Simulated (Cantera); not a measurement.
Input (Python, Cantera) and output of one run.

```python
import numpy as np
import cantera as ct

gas_names = """
    C CO CO2 C2 C2O C3 C3O2 C4 C5 Fe FeC5O5 FeO O O2 O3
""".split()
cond_names = """
    C(gr) Fe(a) Fe(c) Fe(d) Fe(L) FeC5O5(L) FeO(s) FeO(L) Fe2O3(s) Fe3O4(s)
""".split()


# ... load() reads the species with a 1 bar reference pressure and builds the phases ...
atoms = {
    'Fe': {'Fe': 1},
    'CO2': {'C': 1, 'O': 2},
    'CO': {'C': 1, 'O': 1},
}
top_T = {'C(gr)': 4500, 'Fe2O3(s)': 1830, 'Fe3O4(s)': 1870}  # K; cautious upper limits of use, not melting points


# ... equilibrate(T, P, feed) seeds the gas with the atoms and calls Mixture.equilibrate('TP', solver="vcs", rtol=1e-11, max_steps=5000) ...
results = []
feed = {'Fe': 1, 'CO2': 8.3, 'CO': 6.1}  # mol
T = 950  # K
for P in [10, 82, 670, 5500, 45000, 370000, 3000000]:
    mix = equilibrate(T, P, feed)
    results.append((T, P, feed, dict(zip(mix.species_names, mix.species_moles))))
    x = sorted(zip(gas.X, gas.species_names), reverse=True)
    print(f"T = {T:g} K  P = {P:g} Pa  gas = {mix.phase_moles(0):.4g} mol")
    print("   x: " + "  ".join(f"{s} {v:.3e}" for v, s in x if v > 1e-05))
    print("   condensed (mol): " + ("  ".join(f"{mix.phase(i).name} {mix.phase_moles(i):.4g}"
          for i in range(1, mix.n_phases) if mix.phase_moles(i) > 1e-12) or "none"))
```

Output:

```
T = 950 K  P = 10 Pa  gas = 14.4 mol
   x: CO2 5.069e-01  CO 4.931e-01
   condensed (mol): FeO(s) 1
T = 950 K  P = 82 Pa  gas = 14.4 mol
   x: CO2 5.069e-01  CO 4.931e-01
   condensed (mol): FeO(s) 1
T = 950 K  P = 670 Pa  gas = 14.4 mol
   x: CO2 5.069e-01  CO 4.931e-01
   condensed (mol): FeO(s) 1
T = 950 K  P = 5500 Pa  gas = 14.4 mol
   x: CO2 5.069e-01  CO 4.931e-01
   condensed (mol): FeO(s) 1
T = 950 K  P = 45000 Pa  gas = 14.4 mol
   x: CO2 5.069e-01  CO 4.931e-01
   condensed (mol): FeO(s) 1
T = 950 K  P = 370000 Pa  gas = 12.99 mol
   x: CO2 6.708e-01  CO 3.292e-01
   condensed (mol): C(gr) 1.412  FeO(s) 1
T = 950 K  P = 3e+06 Pa  gas = 11.61 mol
   x: CO2 8.685e-01  CO 1.315e-01
   condensed (mol): C(gr) 2.786  FeO(s) 1
```

Equilibrium computed with Cantera from the NASA thermochemical tables; the gas is ideal and each condensed phase is pure. The tables' stoichiometric FeO is somewhat more stable than real wüstite, so its field is too wide. FeO: taken at fixed stoichiometry.
